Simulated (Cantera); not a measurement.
## SiHCl3 + HCl + N2 (silicon epitaxy and polysilicon growth)

Charge: 1 mol SiHCl3, 1.1 mol HCl, 8.4 mol N2, held at 133 Pa.

Cantera equilibrium calculation (NASA polynomials, part measured and part estimated; ideal gas, pure solids and liquids). Candidate condensed phases: NH4Cl, Si, Si3N4; 28 gas species. N2 is the only nitrogen source here; it is nearly inert below about 1500 K, so the nitride shown seldom forms there in practice. The tables' values for SiCl3 are old estimates; treat these amounts as uncertain. Equilibrium is a limit: real reactors are often held back by kinetics, nucleation or transport.

| T (°C) | x N2 | x HCl | x SiCl4 | x H2 | x SiCl2 | x SiCl3 | n Si3N4(s) |
|---|---|---|---|---|---|---|---|
| 527 | 0.769 | 0.143 | 0.0608 | 0.0275 | 2.68e-9 | 1.21e-6 | 0.118 |
| 577 | 0.768 | 0.147 | 0.0597 | 0.0253 | 3.27e-8 | 5.25e-6 | 0.122 |
| 627 | 0.767 | 0.151 | 0.0587 | 0.0234 | 3.01e-7 | 1.93e-5 | 0.125 |
| 677 | 0.766 | 0.154 | 0.0579 | 0.0218 | 2.19e-6 | 6.16e-5 | 0.128 |
| 727 | 0.766 | 0.157 | 0.0571 | 0.0204 | 1.30e-5 | 0.000175 | 0.130 |
| 777 | 0.765 | 0.159 | 0.0562 | 0.0193 | 6.47e-5 | 0.000448 | 0.132 |
| 827 | 0.764 | 0.161 | 0.0552 | 0.0183 | 0.000277 | 0.00105 | 0.133 |
| 877 | 0.764 | 0.162 | 0.0534 | 0.0175 | 0.00103 | 0.00225 | 0.132 |
| 927 | 0.762 | 0.163 | 0.0502 | 0.0169 | 0.00340 | 0.00441 | 0.126 |
| 977 | 0.760 | 0.162 | 0.0441 | 0.0168 | 0.00977 | 0.00776 | 0.112 |
| 1027 | 0.755 | 0.158 | 0.0337 | 0.0173 | 0.0240 | 0.0117 | 0.0807 |
x: gas mole fraction; n: condensed amount in mol.

From 527 °C to 1027 °C the condensed part is Si3N4(s). The main Si-bearing gas is SiCl4 throughout. The share of Si in condensed phases is highest at 827 °C (39.8 %) and lowest at 1027 °C (24.2 %).
